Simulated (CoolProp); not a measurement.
A single-stage vapour-compression cycle with the fluid: evaporating at 204.15 K (dew point), condensing at 273.15 K (bubble point), superheat 10 K, subcooling 8 K, compressor efficiency 0.6, no pressure losses. The same conditions are run with several fluids, on thermodynamics alone (safety and materials aside).

The numbers come from the reference Helmholtz-energy equation of state of each fluid (carbonyl sulfide: Lemmon 2006; R22: Kamei 1995; hydrogen sulfide: Lemmon 2006; ethylene: Smukala 2000; ammonia: Gao 2020; nitrous oxide: Lemmon 2006) in CoolProp.

```tsv
fluid	cooling COP	pressure ratio	discharge temperature (K)	refrigerating effect (kJ/kg)	volumetric capacity (kJ/m³)
carbonyl sulfide	1.36	16.8	477.2	254	335
R22	1.38	22.8	422.0	189	202
hydrogen sulfide	1.30	16.2	545.9	443	___
ethylene	1.09	7.62	385.3	___	2420
ammonia	1.24	36.6	635.1	1220	137
nitrous oxide	1.22	___	___	246	1820
```

Some entries are withheld; supply them.


- hydrogen sulfide, volumetric capacity (kJ/m³): 549
- ethylene, refrigerating effect (kJ/kg): 260
- nitrous oxide, pressure ratio: 10.9
- nitrous oxide, discharge temperature (K): 446.5
